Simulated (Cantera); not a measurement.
A perfectly stirred reactor is fed with C₂H₆ : N₂ = 1 : 9.3 (molar parts), at 100.0 Torr; it is held at 1600 K, and followed from long to short residence time.

Detailed kinetics in Cantera: GRI-Mech 3.0 (53 species, 325 reactions). GRI-Mech 3.0 stops at C3 and has no aromatics, soot or wall deposition, so with more carbon than oxygen in the feed, carbon stays in small species such as C2H2 where larger ones or solid carbon would form.

Problem. What does this change do: N2 9.3 to 1.6 parts?

Solution. 
```tsv
quantity	before	after
x(C₂H₆) at τ = 1.40 s	3.16e-5	7.39e-5
x(CH₄) at τ = 1.40 s	0.0115	0.0374
x(C₂H₄) at τ = 1.40 s	0.000352	0.00172
x(C₂H₂) at τ = 1.40 s	0.0760	0.205
x(HCN) at τ = 1.40 s	2.53e-6	3.97e-7
x(C₂H₆) at τ = 40.0 ms	0.000651	0.00155
x(CH₄) at τ = 40.0 ms	0.0242	0.0816
x(C₂H₄) at τ = 40.0 ms	0.00309	0.00968
x(C₂H₂) at τ = 40.0 ms	0.0674	0.185
x(HCN) at τ = 40.0 ms	1.42e-6	2.18e-7
```

Problem. What does this change do: temperature 1600 to 1073 K?

Solution. 
```csv
quantity,before,after
x(C₂H₆) at τ = 1.40 s,3.16e-5,0.0296
x(CH₄) at τ = 1.40 s,0.0115,0.00564
x(C₂H₄) at τ = 1.40 s,0.000352,0.0543
x(C₂H₂) at τ = 1.40 s,0.0760,0.00416
x(HCN) at τ = 1.40 s,2.53e-6,<1e-12
x(C₂H₆) at τ = 40.0 ms,0.000651,0.0929
x(CH₄) at τ = 40.0 ms,0.0242,0.000204
x(C₂H₄) at τ = 40.0 ms,0.00309,0.00362
x(C₂H₂) at τ = 40.0 ms,0.0674,1.55e-5
x(HCN) at τ = 40.0 ms,1.42e-6,<1e-12
```

Problem. What does this change do: temperature 1600 to 1023 K?

Solution. 
```json
[
 {"quantity": "x(C₂H₆) at τ = 1.40 s", "before": "3.16e-5", "after": "0.0619"},
 {"quantity": "x(CH₄) at τ = 1.40 s", "before": "0.0115", "after": "0.00164"},
 {"quantity": "x(C₂H₄) at τ = 1.40 s", "before": "0.000352", "after": "0.0306"},
 {"quantity": "x(C₂H₂) at τ = 1.40 s", "before": "0.0760", "after": "0.000615"},
 {"quantity": "x(HCN) at τ = 1.40 s", "before": "2.53e-6", "after": "<1e-12"},
 {"quantity": "x(C₂H₆) at τ = 40.0 ms", "before": "0.000651", "after": "0.0962"},
 {"quantity": "x(CH₄) at τ = 40.0 ms", "before": "0.0242", "after": "2.69e-5"},
 {"quantity": "x(C₂H₄) at τ = 40.0 ms", "before": "0.00309", "after": "0.000790"},
 {"quantity": "x(C₂H₂) at τ = 40.0 ms", "before": "0.0674", "after": "6.34e-7"},
 {"quantity": "x(HCN) at τ = 40.0 ms", "before": "1.42e-6", "after": "<1e-12"}
]
```
